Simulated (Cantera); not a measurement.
Feed: 1 mol Fe(CO)₅, 0.11 mol CO, 0.11 mol N₂, equilibrated at 727 °C.

Cantera equilibrium calculation (NASA polynomials, part measured and part estimated; ideal gas, pure solids and liquids). Candidate condensed phases: C, Fe, Fe(CO)₅, FeO, Fe₂O₃, Fe₃O₄; 27 gas species. The tables' stoichiometric FeO is somewhat more stable than real wüstite, so its field is too wide. FeO: taken at fixed stoichiometry. Condensed phases not in the tables: cementite and carbon dissolved in iron. Equilibrium is a limit: real reactors are often held back by kinetics, nucleation or transport.

x: gas mole fraction; n: condensed amount in mol.

```json
[
 {"P (Pa)": "10", "x CO": "0.979", "x CO₂": "5.44e-5", "x N₂": "0.0211", "n Fe(α)": "1.00", "n C(graphite)": "0", "n FeO(s)": "0"},
 {"P (Pa)": "100", "x CO": "0.978", "x CO₂": "0.000543", "x N₂": "0.0211", "n Fe(α)": "1.00", "n C(graphite)": "0.00283", "n FeO(s)": "0"},
 {"P (Pa)": "1000", "x CO": "0.973", "x CO₂": "___", "x N₂": "0.0212", "n Fe(α)": "1.00", "n C(graphite)": "___", "n FeO(s)": "0"},
 {"P (Pa)": "10000", "x CO": "0.929", "x CO₂": "0.0490", "x N₂": "0.0221", "n Fe(α)": "1.00", "n C(graphite)": "0.244", "n FeO(s)": "0"},
 {"P (Pa)": "100000", "x CO": "___", "x CO₂": "___", "x N₂": "___", "n Fe(α)": "0", "n C(graphite)": "___", "n FeO(s)": "1.00"},
 {"P (Pa)": "1000000", "x CO": "0.332", "x CO₂": "0.626", "x N₂": "0.0424", "n Fe(α)": "0", "n C(graphite)": "2.62", "n FeO(s)": "1.00"}
]
```

### Question
What belongs in the gaps?

### Answer

- 1000, x CO₂: 0.00538
- 1000, n C(graphite): 0.0279
- 100000, x CO: 0.694
- 100000, x CO₂: 0.273
- 100000, x N₂: 0.0332
- 100000, n C(graphite): 1.91
